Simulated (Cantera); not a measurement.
Cantera run, input and output.

```python
import numpy as np
import cantera as ct

gas = ct.Solution("gri30.yaml")
gas.TPX = 948, 500000, {'CO': 0.0042, 'O2': 0.0022, 'H2O': 0.0019, 'N2': 1}
reactor = ct.IdealGasConstPressureReactor(gas, energy="off", clone=False)
net = ct.ReactorNet([reactor])
net.rtol, net.atol = 1e-08, 1e-18
show = ['CO', 'O2', 'H2O', 'NO2', 'OH', 'CO2', 'NO']
times = np.geomspace(0.0005, 100, 12)

steps = ct.SolutionArray(gas, extra=["t"])
rows = []
print(f"{'t/s':>10s}{'T/K':>9s}{'P/Pa':>11s}" + "".join(f"{s:>11s}" for s in show))
for t in times:
    while net.time < t:
        t_next = net.step()
        steps.append(gas.state, t=t_next)
    rows.append([np.interp(t, steps.t, y) for y in (steps.T, steps.P, *steps(*show).X.T)])
    print(f"{t:10.3e}{rows[-1][0]:9.1f}{rows[-1][1]:11.4g}" + "".join(f"{x:11.3e}" for x in rows[-1][2:]))
rate = np.gradient(steps.T, steps.t)
print("integrator steps:", len(steps.t))
if steps.T.max() > steps.T[0] + 200:
    print(f"time of steepest temperature rise: {steps.t[rate.argmax()]:.4e} s")
gas.TPX = 948, 500000, {'CO': 0.0042, 'O2': 0.0022, 'H2O': 0.0019, 'N2': 1}
gas.equilibrate("TP")
print(f"equilibrium (TP): T = {gas.T:.1f} K  " + "  ".join(f"{s} {gas[s].X[0]:.3e}" for s in show))
```

Result:

```
       t/s      T/K       P/Pa         CO         O2        H2O        NO2         OH        CO2         NO
 5.000e-04    948.0      5e+05  4.165e-03  2.182e-03  1.884e-03  2.135e-30  4.488e-14  8.734e-12  7.259e-23
 1.517e-03    948.0      5e+05  4.165e-03  2.182e-03  1.884e-03  2.008e-28  1.005e-13  3.441e-11  5.318e-22
 4.600e-03    948.0      5e+05  4.165e-03  2.182e-03  1.884e-03  1.400e-26  1.746e-13  1.392e-10  2.788e-21
 1.395e-02    948.0      5e+05  4.165e-03  2.182e-03  1.884e-03  6.491e-25  3.426e-13  5.762e-10  1.151e-20
 4.233e-02    948.0      5e+05  4.165e-03  2.182e-03  1.884e-03  2.914e-23  9.047e-13  2.986e-09  5.281e-20
 1.284e-01    948.0      5e+05  4.165e-03  2.182e-03  1.884e-03  2.153e-21  3.257e-12  2.290e-08  3.979e-19
 3.894e-01    948.0      5e+05  4.165e-03  2.182e-03  1.884e-03  8.273e-19  2.278e-11  3.287e-07  1.140e-17
 1.181e+00    948.0      5e+05  4.147e-03  2.173e-03  1.884e-03  9.782e-15  5.618e-10  1.801e-05  3.757e-15
 3.583e+00    948.0      5e+05  3.958e-03  2.079e-03  1.883e-03  9.598e-13  8.966e-10  2.076e-04  1.882e-13
 1.087e+01    948.0      5e+05  3.396e-03  1.799e-03  1.881e-03  1.308e-11  9.553e-10  7.706e-04  2.451e-12
 3.297e+01    948.0      5e+05  2.130e-03  1.167e-03  1.881e-03  1.123e-10  9.515e-10  2.039e-03  2.201e-11
 1.000e+02    948.0      5e+05  6.724e-04  4.375e-04  1.883e-03  5.184e-10  7.563e-10  3.500e-03  1.116e-10
integrator steps: 623
equilibrium (TP): T = 948.0 K  CO 1.779e-12  O2 9.917e-05  H2O 1.888e-03  NO2 1.605e-09  OH 5.349e-10  CO2 4.174e-03  NO 4.201e-07
```

Detailed kinetics in Cantera: GRI-Mech 3.0 (53 species, 325 reactions).
